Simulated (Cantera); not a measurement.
Reactions in the system N-O-Ta

Source: NASA polynomial tables (part measured, part estimated), evaluated in Cantera. Values are per mole of reaction as written; species without (g) are pure solids or liquids, kept so even where they would boil at 1 bar.

Ta + 2 NO2(g) → TaO2(g) + 2 NO(g)

| T (K) | ΔH° (kJ) | ΔS° (J/K) | ΔG° (kJ) | log10 K |
|---|---|---|---|---|
| 300 | -86.7 | 180.0 | -140.7 | 24.49 |
| 973 | -89.8 | 176.2 | -261.2 | 14.02 |
| 1023 | -90.3 | 175.7 | -270.0 | 13.79 |
| 1073 | -90.8 | 175.2 | -278.8 | 13.57 |
| 1123 | -91.4 | 174.7 | -287.6 | 13.37 |
| 1173 | -91.9 | 174.2 | -296.3 | 13.19 |
| 1223 | -92.5 | 173.7 | -305.0 | 13.03 |
| 1273 | -93.1 | 173.3 | -313.6 | 12.87 |
| 1323 | -93.7 | 172.8 | -322.3 | 12.72 |
| 1373 | -94.3 | 172.3 | -330.9 | 12.59 |
